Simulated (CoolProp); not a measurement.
Properties of m-xylene along the isotherm 620 K (Tc = 616.9 K, pc = 3.535 MPa, ω = 0.326).

The numbers come from the reference Helmholtz-energy equation of state, Zhou 2012 in CoolProp.

```json
[
 {"p (MPa)": "0.136", "phase": "gas", "density (kg/m³)": "2.840", "Joule-Thomson coefficient (K/MPa)": "7.319", "conductivity (mW/(m K))": "43.1", "fugacity coefficient": "0.9862"},
 {"p (MPa)": "0.272", "phase": "gas", "density (kg/m³)": "5.764", "Joule-Thomson coefficient (K/MPa)": "7.475", "conductivity (mW/(m K))": "43.0", "fugacity coefficient": "0.9725"},
 {"p (MPa)": "0.408", "phase": "gas", "density (kg/m³)": "8.775", "Joule-Thomson coefficient (K/MPa)": "7.641", "conductivity (mW/(m K))": "43.0", "fugacity coefficient": "0.9589"},
 {"p (MPa)": "0.544", "phase": "gas", "density (kg/m³)": "11.88", "Joule-Thomson coefficient (K/MPa)": "7.817", "conductivity (mW/(m K))": "42.9", "fugacity coefficient": "0.9454"},
 {"p (MPa)": "0.68", "phase": "gas", "density (kg/m³)": "15.09", "Joule-Thomson coefficient (K/MPa)": "8.003", "conductivity (mW/(m K))": "42.9", "fugacity coefficient": "0.9319"},
 {"p (MPa)": "0.816", "phase": "gas", "density (kg/m³)": "18.41", "Joule-Thomson coefficient (K/MPa)": "8.201", "conductivity (mW/(m K))": "42.9", "fugacity coefficient": "0.9185"},
 {"p (MPa)": "0.952", "phase": "gas", "density (kg/m³)": "21.86", "Joule-Thomson coefficient (K/MPa)": "8.412", "conductivity (mW/(m K))": "43.0", "fugacity coefficient": "0.9051"},
 {"p (MPa)": "1.09", "phase": "gas", "density (kg/m³)": "25.48", "Joule-Thomson coefficient (K/MPa)": "8.641", "conductivity (mW/(m K))": "43.0", "fugacity coefficient": "0.8917"},
 {"p (MPa)": "1.22", "phase": "gas", "density (kg/m³)": "29.04", "Joule-Thomson coefficient (K/MPa)": "8.872", "conductivity (mW/(m K))": "43.1", "fugacity coefficient": "0.8790"},
 {"p (MPa)": "1.36", "phase": "gas", "density (kg/m³)": "33.03", "Joule-Thomson coefficient (K/MPa)": "9.140", "conductivity (mW/(m K))": "43.2", "fugacity coefficient": "0.8655"},
 {"p (MPa)": "1.5", "phase": "gas", "density (kg/m³)": "37.20", "Joule-Thomson coefficient (K/MPa)": "9.429", "conductivity (mW/(m K))": "43.3", "fugacity coefficient": "0.8519"},
 {"p (MPa)": "1.63", "phase": "gas", "density (kg/m³)": "41.27", "Joule-Thomson coefficient (K/MPa)": "9.720", "conductivity (mW/(m K))": "43.5", "fugacity coefficient": "0.8394"},
 {"p (MPa)": "1.77", "phase": "gas", "density (kg/m³)": "45.87", "Joule-Thomson coefficient (K/MPa)": "10.06", "conductivity (mW/(m K))": "43.8", "fugacity coefficient": "0.8260"}
]
```

Thermal conductivity comes from a separate model (Mylona 2014).
